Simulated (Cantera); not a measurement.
A Cantera script and what it prints.

```python
import numpy as np
import cantera as ct

gas_names = """
    CL CL2 H HCL H2 Si SiCL SiCL2 SiCL3 SiCL4 SiH SiHCL3 SiH2 SiH2CL2 SiH3 SiH3CL SiH4 Si2 Si3
""".split()
cond_names = """
    Si(cr) Si(L)
""".split()


# ... load() reads the species with a 1 bar reference pressure and builds the phases ...
atoms = {
    'SiCl4': {'Si': 1, 'CL': 4},
    'H2': {'H': 2},
    'HCl': {'H': 1, 'CL': 1},
}
top_T = {}  # K; cautious upper limits of use, not melting points


# ... equilibrate(T, P, feed) seeds the gas with the atoms and calls Mixture.equilibrate('TP', solver="vcs", rtol=1e-11, max_steps=5000) ...
results = []
feed = {'SiCl4': 1, 'H2': 53, 'HCl': 0.032}  # mol
P = 940  # Pa
for T in [948, 1023, 1098, 1173, 1248, 1323, 1398, 1473, 1548]:
    mix = equilibrate(T, P, feed)
    results.append((T, P, feed, dict(zip(mix.species_names, mix.species_moles))))
    x = sorted(zip(gas.X, gas.species_names), reverse=True)
    print(f"T = {T:g} K  P = {P:g} Pa  gas = {mix.phase_moles(0):.4g} mol")
    print("   x: " + "  ".join(f"{s} {v:.3e}" for v, s in x if v > 0.0001))
    print("   condensed (mol): " + ("  ".join(f"{mix.phase(i).name} {mix.phase_moles(i):.4g}"
          for i in range(1, mix.n_phases) if mix.phase_moles(i) > 1e-12) or "none"))
```

Result:

```
T = 948 K  P = 940 Pa  gas = 54.17 mol
   x: H2 9.696e-01  HCL 1.409e-02  SiCL4 1.186e-02  SiHCL3 3.676e-03  SiCL3 3.307e-04  SiCL2 3.118e-04  SiH2CL2 1.153e-04
   condensed (mol): Si(cr) 0.117
T = 1023 K  P = 940 Pa  gas = 54.37 mol
   x: H2 9.610e-01  HCL 2.518e-02  SiCL4 8.919e-03  SiHCL3 2.880e-03  SiCL2 1.173e-03  SiCL3 7.039e-04  SiH2CL2 1.030e-04
   condensed (mol): Si(cr) 0.2508
T = 1098 K  P = 940 Pa  gas = 54.62 mol
   x: H2 9.505e-01  HCL 3.830e-02  SiCL4 5.096e-03  SiCL2 3.132e-03  SiHCL3 1.841e-03  SiCL3 1.065e-03
   condensed (mol): Si(cr) 0.3875
T = 1173 K  P = 940 Pa  gas = 54.85 mol
   x: H2 9.418e-01  HCL 4.866e-02  SiCL2 5.719e-03  SiCL4 1.899e-03  SiCL3 1.050e-03  SiHCL3 8.565e-04
   condensed (mol): Si(cr) 0.4749
T = 1248 K  P = 940 Pa  gas = 54.97 mol
   x: H2 9.377e-01  HCL 5.316e-02  SiCL2 7.566e-03  SiCL3 7.150e-04  SiCL4 4.875e-04  SiHCL3 3.028e-04
   condensed (mol): Si(cr) 0.4999
T = 1323 K  P = 940 Pa  gas = 55.01 mol
   x: H2 9.366e-01  HCL 5.413e-02  SiCL2 8.554e-03  SiCL3 4.232e-04  SiCL4 1.145e-04  SiHCL3 1.005e-04
   condensed (mol): Si(cr) 0.4936
T = 1398 K  P = 940 Pa  gas = 55.02 mol
   x: H2 9.365e-01  HCL 5.397e-02  SiCL2 9.161e-03  SiCL3 2.500e-04
   condensed (mol): Si(cr) 0.4782
T = 1473 K  P = 940 Pa  gas = 55.03 mol
   x: H2 9.366e-01  HCL 5.350e-02  SiCL2 9.608e-03  SiCL3 1.531e-04  H 1.263e-04
   condensed (mol): Si(cr) 0.4612
T = 1548 K  P = 940 Pa  gas = 55.04 mol
   x: H2 9.366e-01  HCL 5.297e-02  SiCL2 9.969e-03  H 3.074e-04
   condensed (mol): Si(cr) 0.4445
```

Method: chemical equilibrium by Gibbs-energy minimisation in Cantera with the NASA 1993 tables (ideal gas, pure condensed phases). The tables' values for SiCl3 are old estimates; treat these amounts as uncertain.
